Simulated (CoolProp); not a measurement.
Sulfur dioxide at several states: fugacity coefficient from the reference equation and from simpler models built on Tc = 157.5 °C, pc = 7.887 MPa, ω = 0.256; each cubic takes its own stable root.

Values from CoolProp's reference Helmholtz-energy equation of state, Gao 2016.

```json
[
 {"T (°C)": "133.75", "p (MPa)": "0.355", "phase": "gas", "reference": "0.9810", "van der Waals": "0.9847", "Redlich-Kwong": "0.9820", "Soave-Redlich-Kwong": "0.9816", "Peng-Robinson": "0.9798"},
 {"T (°C)": "18.65", "p (MPa)": "2.73", "phase": "liquid", "reference": "0.1142", "van der Waals": "0.4481", "Redlich-Kwong": "[?]", "Soave-Redlich-Kwong": "0.1159", "Peng-Robinson": "0.1151"},
 {"T (°C)": "13.05", "p (MPa)": "4.83", "phase": "liquid", "reference": "[?]", "van der Waals": "0.2477", "Redlich-Kwong": "[?]", "Soave-Redlich-Kwong": "0.05641", "Peng-Robinson": "0.05587"}
]
```

Task: What belongs in the gaps?

Result: 
- 18.65, Redlich-Kwong: 0.1871
- 13.05, reference: 0.05541
- 13.05, Redlich-Kwong: 0.09409
